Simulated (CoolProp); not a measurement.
Vapour-liquid equilibrium of diethyl ether (1) + benzene (2) at 429.7 K; x and y are mole fractions of (1).

Computed with CoolProp (multi-fluid Helmholtz-energy mixture model, Thol 2014 and Thol 2012; pair parameters Bell 2016).

```csv
x,"bubble pressure, mixture model (bar)","bubble pressure, Raoult's law (bar)","y, mixture model","y, Raoult's law"
0.05,7.233,7.308,0.116,0.137
0.125,8.125,8.309,0.259,0.301
0.2,9.024,9.311,0.376,0.429
0.275,9.933,10.31,0.474,0.533
0.35,10.86,11.31,0.557,0.618
0.425,11.79,12.32,0.629,0.690
0.5,12.75,13.32,0.693,0.751
0.575,13.73,14.32,0.750,0.803
0.65,14.74,15.32,0.801,0.848
0.725,15.78,16.32,0.848,0.888
0.8,16.85,17.32,0.892,0.923
0.875,17.98,18.32,0.934,0.955
0.95,19.16,19.32,0.974,0.983
```

The largest gap from Raoult's law is -4.3 % in bubble pressure, at x = 0.5. No azeotrope shows between x = 0.05 and 0.95.

Pair parameters are fitted to limited data, so mixtures are less certain than the pure fluids.
